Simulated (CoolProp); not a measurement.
Vapour-liquid equilibrium of methane (1) + ethylene (2) at 128.7 K; x and y are mole fractions of (1).

Model: multi-fluid Helmholtz-energy mixture model, Setzmann 1991 and Smukala 2000; pair parameters Bell 2016, in CoolProp.

Task: Give the bubble pressure and the first vapour's composition at x = 0.05, 0.5, 0.575. Is there an azeotrope?

Result: x = 0.05: 0.03165 MPa, y = 0.883; x = 0.5: 0.2053 MPa, y = 0.988; x = 0.575: 0.2243 MPa, y = 0.990. No azeotrope shows between x = 0.05 and 0.95.

Pair parameters are fitted to limited data, so mixtures are less certain than the pure fluids. With so large a gap from Raoult's law the liquid may split in two, which this calculation doesn't test in full.
